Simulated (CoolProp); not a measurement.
Vapour-liquid equilibrium of ethylene (1) + ethane (2) at 14 kPa; x and y are mole fractions of (1).

Values from CoolProp's multi-fluid Helmholtz-energy mixture model, Smukala 2000 and Bücker 2006; pair parameters Bell 2016.

```
x     bubble temperature (K)  y at the bubble point  dew temperature at overall composition x (K)  liquid density (mol/L)
----  ----------------------  ---------------------  --------------------------------------------  ----------------------
0.05                   153.1                  0.150                                         154.0                   19.42
0.2                    150.0                  0.438                                         152.6                   19.77
0.35                   147.9                  0.611                                         151.0                   20.11
0.5                    146.2                  0.736                                         149.3                   20.45
0.65                   144.8                  0.834                                         147.4                   20.78
0.8                    143.4                  0.915                                         145.3                   21.12
0.95                   142.2                  0.981                                         142.8                   21.47
```

No azeotrope shows between x = 0.05 and 0.95.

The pair parameters rest on a limited set of measurements; away from them the model extrapolates.
